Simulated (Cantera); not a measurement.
Feed: 1 mol SiH4, 0.45 mol Cl2, 320 mol H2, at 1523 K and 1 atm.

Equilibrium computed with Cantera from the NASA thermochemical tables; the gas is ideal and each condensed phase is pure. Candidate condensed phases: Si; 19 gas species. The numbers say what is thermodynamically allowed, not how fast it happens.

Base state: H2 0.997, HCl 0.00274, SiCl2 2.46e-5, H 2.29e-5 (mole fractions); condensed: Si(s).

What changes in the equilibrium state with this change: Cl2 from 0.45 to 0.25 mol?


| species | before | after |
|---|---|---|
| H2 | 0.997 | 0.998 |
| HCl | 0.00274 | 0.00153 |
| H | 2.29e-5 | 2.29e-5 |
| SiCl2 | 2.46e-5 | 7.71e-6 |
| Si(s), mol | 0.990 | 0.996 |
